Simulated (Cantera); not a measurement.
Gas mixture: CO : CH₄ = 0.88 : 0.41 (molar parts), at 9.00 Torr, frozen composition.

Cantera's kinetic-theory transport with the Lennard-Jones parameters of GRI-Mech 3.0, ideal gas; thermal conductivity in the multicomponent form. The composition is frozen, though it would react at the higher temperatures.

One state of this run: ρ (kg/m³) = 0.00537; cp (J/kg/K) = 1599; μ (µPa s) = 27.9; λ (mW/m/K) = 62.6; Pr = 0.712; D (cm²/s) CH₄ = 72.1; D (cm²/s) CO₂ = 54.2; D (cm²/s) H = 385. D: mixture-averaged diffusion coefficient of that species in the mixture.

**Question.** Which value of T (K) does it belong to?
A. 900
B. 1650
C. 650
D. 1400

**Answer.** C, 650
